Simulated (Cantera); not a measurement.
An isothermal, constant-pressure homogeneous reactor starts with 1.74 % CH4, 87.0 % H2, 11.3 % H, at 2098 K and 10.00 Torr.

Computed with Cantera and GRI-Mech 3.0 (53 species, 325 reactions). GRI-Mech 3.0 stops at C3 and has no aromatics, soot or wall deposition, so with more carbon than oxygen in the feed, carbon stays in small species such as C2H2 where larger ones or solid carbon would form. Radical loss at walls, strong at low pressure, is not modelled.

One state of this run: x CH4 = 3.15e-6; x H2 = 0.932; x H = 0.0594; x C2H4 = 2.28e-7; x C2H6 = <1e-12; x C2H = 1.43e-5. x: mole fraction; the columns are a selection and need not sum to one.

Which value of t (s) does it belong to?
(A) 0.274
(B) 25.7
(C) 0.00909
(D) 0.000938

A, 0.274
